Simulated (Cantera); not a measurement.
Hydrocarbon pyrolysis for carbon deposition

An isothermal, constant-pressure homogeneous reactor starts with CH₄ : H₂ = 1 : 8.9 (molar parts), at 1825 K and 22.0 Pa.

Model: GRI-Mech 3.0 (53 species, 325 reactions), integrated in Cantera. GRI-Mech 3.0 stops at C3 and has no aromatics, soot or wall deposition, so with more carbon than oxygen in the feed, carbon stays in small species such as C2H2 where larger ones or solid carbon would form. Radical loss at walls, strong at low pressure, is not modelled.

```
t (s)      x CH₄   x H₂     x CH₃    x C₂H₆    x C₂H₄       x H    x C₂H₂
--------  ------  -----  --------  --------  --------  --------  --------
5.00e-6    0.101  0.899   1.46e-8    <1e-12    <1e-12   1.46e-8    <1e-12
2.06e-5    0.101  0.899   6.05e-8    <1e-12    <1e-12   5.99e-8    <1e-12
8.48e-5    0.101  0.899   2.53e-7    <1e-12    <1e-12   2.43e-7    <1e-12
0.000349   0.101  0.899   1.10e-6    <1e-12    <1e-12   9.41e-7    <1e-12
0.00144    0.101  0.899   5.11e-6    <1e-12  3.61e-12   3.30e-6    <1e-12
0.00592    0.101  0.899   2.31e-5  1.01e-10  6.58e-10   1.15e-5  2.13e-12
0.0244     0.101  0.899   9.78e-5   6.22e-9   6.55e-8   4.46e-5   1.01e-9
0.100      0.101  0.899  0.000405   1.61e-7   4.66e-6  0.000181   3.76e-7
0.413     0.0985  0.899   0.00167   2.45e-6  0.000207  0.000767  0.000137
1.70      0.0707  0.911   0.00385   7.68e-6  0.000734   0.00250    0.0111
7.00      0.0204  0.939   0.00149   9.24e-7   8.72e-5   0.00344    0.0357
```
x: mole fraction; the columns are a selection and need not sum to one.

Equilibrium at this temperature and pressure: CH₄ 2.00e-6, H₂ 0.926, CH₃ 1.25e-6, C₂H₆ <1e-12, C₂H₄ 1.80e-7, H 0.0288, C₂H₂ 0.0452 (gas phase only).
